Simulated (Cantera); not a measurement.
Equilibrium for chlorosilane synthesis and conversion: Si + Cl2 + H2

Input: 1 mol Si, 1.1 mol Cl2, 15 mol H2, equilibrated at 950 K and 0.100 bar.

Cantera equilibrium calculation (NASA polynomials, part measured and part estimated; ideal gas, pure solids and liquids). Candidate condensed phases: Si; 19 gas species. The tables' values for SiCl3 are old estimates; treat these amounts as uncertain. Equilibrium is a limit: real reactors are often held back by kinetics, nucleation or transport.

```
Quantity        Value
----------  ---------
x(H2)           0.954
x(SiCl4)       0.0241
x(SiHCl3)      0.0112
x(HCl)        0.00942
x(SiH2Cl2)   0.000528
x(SiCl3)     0.000320
x(SiCl2)     0.000142
x(SiH3Cl)     6.22e-6
n(Si(s))    0.437 mol
gas amount  15.54 mol
```
